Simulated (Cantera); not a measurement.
# Thermodynamics of iron carbonyl, mercury and lead vapours, feed HgO + H₂

Feed: 1 mol HgO, a varied amount of H₂, at 1025 K and 1.33 mbar.

These are equilibrium values from Cantera (NASA tables, ideal gas, pure condensed phases), not measurements of a reactor. Candidate condensed phases: H₂O, Hg, HgO; 10 gas species. Equilibrium is a limit: real reactors are often held back by kinetics, nucleation or transport.

| n(H₂) (mol) | x H₂ | x Hg | x H₂O | x O₂ | x OH | x H |
|---|---|---|---|---|---|---|
| 0.25 | 1.59e-9 | 0.615 | 0.154 | 0.231 | 1.23e-6 | 4.75e-12 |
| 1 | 2.32e-6 | 0.500 | 0.500 | 1.14e-6 | 1.04e-7 | 1.82e-10 |
| 1.8 | 0.286 | 0.357 | 0.357 | <1e-12 | 2.13e-10 | 6.38e-8 |
| 2.6 | 0.444 | 0.278 | 0.278 | <1e-12 | 1.33e-10 | 7.95e-8 |
| 3.4 | 0.545 | 0.227 | 0.227 | <1e-12 | 9.80e-11 | 8.81e-8 |
| 4.2 | 0.615 | 0.192 | 0.192 | <1e-12 | 7.81e-11 | 9.36e-8 |
| 5 | 0.667 | 0.167 | 0.167 | <1e-12 | 6.50e-11 | 9.74e-8 |
| 5.8 | 0.706 | 0.147 | 0.147 | <1e-12 | 5.58e-11 | 1.00e-7 |
x: gas mole fraction; nothing condenses.

From 0.25 mol H₂ to 5.8 mol H₂ nothing is condensed. The main Hg-bearing gas is Hg throughout.
